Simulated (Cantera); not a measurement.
# Thermal oxidation and active oxidation of silicon: Si + N₂O + H₂

Charge: 1 mol Si, 0.28 mol N₂O, 210 mol H₂, held at 1048 K and 250 Pa.

Cantera equilibrium calculation (NASA polynomials, part measured and part estimated; ideal gas, pure solids and liquids). Candidate condensed phases: H₂O, Si, SiO₂, Si₂N₂O, Si₃N₄; 35 gas species. Mutual solubility and eutectic melting of coexisting phases are not modelled. Equilibrium is a limit: real reactors are often held back by kinetics, nucleation or transport.

The x(H₂) is 1.00, the n(Si(s)) comes out as 0.440 mol and the n(Si₂N₂O(s)) comes out as 0.280 mol. The gas amount is 210.0 mol.
